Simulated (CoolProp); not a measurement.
R143a at 256.94 K and 0.297 MPa flows at 0.57 m/s in a round tube of 50 mm bore and 0.25 µm roughness, fully developed (64/Re and Nu = 3.66 if laminar; Colebrook and Gnielinski if turbulent). Each further row changes one setting.

Computed with CoolProp (reference Helmholtz-energy equation of state, Lemmon and Jacobsen 2000).

```json
[
 {"case": "as stated", "Reynolds number": "___", "Darcy friction factor": "0.0222", "pressure drop (Pa/m)": "___", "heat-transfer coefficient (W/(m² K))": "___", "mass flow (kg/h)": "51.8"},
 {"case": "velocity 1.14 m/s", "Reynolds number": "76300", "Darcy friction factor": "0.0191", "pressure drop (Pa/m)": "___", "heat-transfer coefficient (W/(m² K))": "___", "mass flow (kg/h)": "___"},
 {"case": "diameter 100 mm", "Reynolds number": "76300", "Darcy friction factor": "0.0191", "pressure drop (Pa/m)": "___", "heat-transfer coefficient (W/(m² K))": "___", "mass flow (kg/h)": "207"}
]
```

Question: Some entries are withheld; supply them.

Answer: 
- as stated, Reynolds number: 38100
- as stated, pressure drop (Pa/m): 0.928
- as stated, heat-transfer coefficient (W/(m² K)): 21.0
- velocity 1.14 m/s, pressure drop (Pa/m): 3.18
- velocity 1.14 m/s, heat-transfer coefficient (W/(m² K)): 36.2
- velocity 1.14 m/s, mass flow (kg/h): 104
- diameter 100 mm, pressure drop (Pa/m): 0.398
- diameter 100 mm, heat-transfer coefficient (W/(m² K)): 18.1

Viscosity comes from a separate model (Klein 1997), an estimate that may be off by 10 % or more. Thermal conductivity comes from a separate model (McLinden 2000), an estimate that may be off by 10 % or more.
